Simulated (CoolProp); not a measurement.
Saturated liquid density (kg/m³) of dimethyl carbonate: the reference equation beside estimates from Tc = 283.9 °C, pc = 4.909 MPa, ω = 0.346.

Values from CoolProp's reference Helmholtz-energy equation of state, Zhou 2011.

| T (°C) | reference | van der Waals | Redlich-Kwong | Soave-Redlich-Kwong | Peng-Robinson |
|---|---|---|---|---|---|
| 64.85 | 1009 | 585.8 | 861.6 | 900.1 | 1015 |
| 76.25 | 993.6 | 577.4 | 847.0 | 887.1 | 1001 |
| 87.55 | 977.7 | 568.7 | 832.0 | 873.5 | 986.8 |
| 98.95 | 961.3 | 559.7 | ___ | ___ | 971.1 |
| 110.35 | 944.5 | 550.4 | 799.7 | 843.7 | 954.5 |
| 121.75 | 927.4 | 540.7 | 782.4 | 827.5 | 936.8 |
| 133.15 | 909.8 | ___ | ___ | 810.3 | 918.0 |
| 144.45 | 891.9 | 520.1 | 745.8 | 792.3 | 898.0 |
| 155.85 | 873.3 | 509.1 | 726.0 | 772.9 | 876.5 |
| 167.25 | 854.0 | 497.6 | 705.2 | 752.1 | 853.4 |

Problem. Some entries are withheld; supply them.

Solution. 
- 98.95, Redlich-Kwong: 816.1
- 98.95, Soave-Redlich-Kwong: 859.0
- 133.15, van der Waals: 530.6
- 133.15, Redlich-Kwong: 764.5

Absolute difference from the reference over all 10 rows, mean and median: van der Waals 41.8 and 41.7 %, Redlich-Kwong 15.7 and 15.5 %, Soave-Redlich-Kwong 11.0 and 10.8 %, Peng-Robinson 0.7 and 0.8 %.
